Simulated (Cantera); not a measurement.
# Catalytic combustion on Pt

An isothermal plug-flow reactor at 1073 K and 750 Torr (inlet), inlet velocity 0.24 m/s, active area per volume 99 1/m; feed CH₄ : O₂ : N₂ = 0.025 : 0.011 : 0.79 (molar parts).

Detailed kinetics in Cantera: Deutschmann's 1995 Pt surface mechanism with GRI-Mech 3.0 gas chemistry. Catalytic surfaces can have several steady states; this one follows from the mechanism file's or the stated starting coverage. Mass transfer to the wall is taken as infinitely fast.

```
z (m)     x CH₄     x O₂    x H₂O    x CO₂      x CO  θ free Pt     θ H*    θ CO*   θ C*
-------  ------  -------  -------  -------  --------  ---------  -------  -------  -----
3.4e-05  0.0294   0.0121  0.00147  6.32e-7  0.000893      0.832  0.00164   0.0159  0.150
5.6e-05  0.0289   0.0115  0.00223  1.12e-6   0.00138      0.797  0.00180   0.0209  0.180
9.4e-05  0.0281   0.0106  0.00332  1.87e-6   0.00211      0.745  0.00200   0.0265  0.227
0.00016  0.0271  0.00937  0.00470  2.86e-6   0.00312      0.672  0.00223   0.0308  0.295
0.00026  0.0259  0.00811  0.00609  3.79e-6   0.00424      0.589  0.00243   0.0316  0.377
0.00043  0.0246  0.00677  0.00747  4.59e-6   0.00550      0.493  0.00256   0.0284  0.477
0.00073  0.0233  0.00548  0.00869  5.14e-6   0.00681      0.390  0.00259   0.0218  0.586
0.0012   0.0221  0.00449  0.00956  5.43e-6   0.00791      0.302  0.00252   0.0152  0.680
0.002    0.0211  0.00367   0.0102  5.57e-6   0.00887      0.228  0.00237  0.00966  0.760
0.0034   0.0203  0.00302   0.0106  5.64e-6   0.00969      0.169  0.00217  0.00577  0.823
```
x: gas mole fraction; θ: surface coverage.
